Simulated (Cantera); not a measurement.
A perfectly stirred reactor is fed with C3H8 : O2 : N2 = 1 : 11.4 : 42.7 (molar parts), at 15.8 atm; it is adiabatic with a 575 K inlet, and is followed from long to short residence time, starting on the burning branch (τ in s: 0.4, 0.098, 0.024, 0.0057, 0.0014, 0.00033, 8.1e-05, 1.9e-05, 4.7e-06).

Detailed kinetics in Cantera: GRI-Mech 3.0 (53 species, 325 reactions). GRI-Mech 3.0 was tuned for natural gas; its chemistry of propane as a main component is partial and can be far from experiment. The pressure lies above the range GRI-Mech 3.0 was tuned for (to about 10 atm).

Problem. What does this change do: pressure from 15.8 atm to 1.09 atm?

Solution. 
| quantity | before | after |
|---|---|---|
| blow-out, bracketed by the residence times tried | burning at 1.40 ms, out at 0.330 ms | burning at 0.330 ms, out at 81.0 µs |
| x(C3H8) at τ = 0.400 s | 2.42e-7 | 6.34e-7 |
| x(O2) at τ = 0.400 s | 0.114 | 0.114 |
| x(CH2CO) at τ = 0.400 s | 5.52e-7 | 1.29e-6 |
| x(CO) at τ = 0.400 s | 3.30e-5 | 0.000126 |
| x(CH3) at τ = 0.400 s | 1.20e-7 | 4.50e-7 |
| x(C3H8) at τ = 1.40 ms | 3.44e-5 | 2.66e-5 |
| x(O2) at τ = 1.40 ms | 0.117 | 0.116 |
| x(CH2CO) at τ = 1.40 ms | 6.81e-5 | 3.68e-5 |
| x(CO) at τ = 1.40 ms | 0.00407 | 0.00593 |
| x(CH3) at τ = 1.40 ms | 1.37e-5 | 1.37e-5 |
